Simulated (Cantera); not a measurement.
An adiabatic, constant-pressure homogeneous reactor starts with C3H8 : O2 : N2 = 1 : 3.57 : 13.4 (molar parts), equivalence ratio 1.4, at 1498 K and 7500 Torr. Integrator tolerance rtol = 1e-08.

Detailed kinetics in Cantera: GRI-Mech 3.0 (53 species, 325 reactions). GRI-Mech 3.0 was tuned for natural gas; its chemistry of propane as a main component is partial and can be far from experiment.

```json
[
 {"quantity": "time of steepest temperature rise", "before": "21.7 µs", "after": "10.4 µs"},
 {"quantity": "temperature at 0.100 s", "before": "2913 K", "after": "2957 K"},
 {"quantity": "equilibrium temperature", "before": "2913 K", "after": "2957 K"},
 {"quantity": "x(C3H8) at 0.100 s", "before": "<1e-12 (gas-phase equilibrium <1e-12)", "after": "<1e-12 (gas-phase equilibrium <1e-12)"},
 {"quantity": "x(O2) at 0.100 s", "before": "0.00115 (gas-phase equilibrium 0.00115)", "after": "0.00149 (gas-phase equilibrium 0.00149)"},
 {"quantity": "x(CO2) at 0.100 s", "before": "0.0448 (gas-phase equilibrium 0.0448)", "after": "0.0436 (gas-phase equilibrium 0.0436)"},
 {"quantity": "x(CH2CO) at 0.100 s", "before": "<1e-12 (gas-phase equilibrium <1e-12)", "after": "<1e-12 (gas-phase equilibrium <1e-12)"},
 {"quantity": "x(C2H2) at 0.100 s", "before": "<1e-12 (gas-phase equilibrium <1e-12)", "after": "<1e-12 (gas-phase equilibrium <1e-12)"}
]
```

Question: Name the change that produced these shifts.
A. C3H8 1 to 0.78 parts
B. C3H8 1 to 0.53 parts
C. initial temperature 1498 to 1425 K
D. initial temperature 1498 to 1575 K

Answer: D, initial temperature 1498 to 1575 K
